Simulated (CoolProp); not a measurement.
Toluene along the isotherm 346.85 °C: fugacity coefficient from the reference equation and from simpler models built on Tc = 318.6 °C, pc = 41.26 bar, ω = 0.266; each cubic takes its own stable root.

Computed with CoolProp (reference Helmholtz-energy equation of state, Lemmon 2006). It is a short technical equation, of lower accuracy than the large ones.

| p (bar) | phase | reference |
|---|---|---|
| 0.652 | gas | 0.9950 |
| 0.984 | gas | 0.9925 |
| 1.48 | gas | 0.9887 |
| 2.24 | gas | 0.9830 |
| 3.38 | gas | 0.9744 |
| 5.1 | gas | 0.9614 |
| 7.69 | gas | 0.9421 |
| 11.6 | gas | 0.9132 |
| 17.5 | gas | 0.8704 |
| 26.4 | gas | 0.8071 |
| 39.8 | gas | 0.7141 |
| 60.1 | supercritical | 0.5726 |
| 90.7 | supercritical | 0.4308 |
| 137 | supercritical | 0.3361 |
| 206 | supercritical | 0.2794 |

### Question
How far does each simpler model (van der Waals, Soave-Redlich-Kwong, Peng-Robinson) lie from the reference over these 15 states: mean and median of the absolute difference, and the worst?

### Answer
- van der Waals: mean 4.6 %, median 1.4 %, worst +26.1 % at 346.85 °C and 206 bar
- Soave-Redlich-Kwong: mean 2.9 %, median 0.7 %, worst +13.8 % at 346.85 °C and 206 bar
- Peng-Robinson: mean 0.7 %, median 0.2 %, worst +3.0 % at 346.85 °C and 206 bar
